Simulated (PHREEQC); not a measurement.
Dissolve 0.083 mol HF, 0.22 mol NH4F and 0.00056 mol (NH4)2SiF6 per kg of water at 35 °C. Closed to the air; pH follows from the charge balance.

Computed with PHREEQC (ion-association model, wateq4f.dat).

Problem. The ionic strength comes out as 0.222 mol/kgw. What activity coefficients do HF2-, H+, F-, NH4+, SiF6-2 get?

Solution. HF2- 0.70, H+ 0.79, F- 0.70, NH4+ 0.74, SiF6-2 0.28.

No solid was allowed to form. SiF6-2 is the database's only silicon fluoride.
